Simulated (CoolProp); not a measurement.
The fluid at 111.13 K and 0.0789 MPa is throttled through a valve to 0.0496 MPa with no heat exchange. The same conditions are run with several fluids, on thermodynamics alone (safety and materials aside).

Values from CoolProp's reference Helmholtz-energy equation of state of each fluid (methane: Setzmann 1991; nitrogen: Span 2000; fluorine: de Reuck 1990; oxygen: Schmidt 1985; normal hydrogen: Leachman 2009).

```tsv
fluid	temperature change (K)	final density (kg/m³)
methane	-0.9	0.884
nitrogen	-0.4	1.52
fluorine	-0.4	2.06
oxygen	-0.5	1.74
normal hydrogen	-0.0	0.108
```
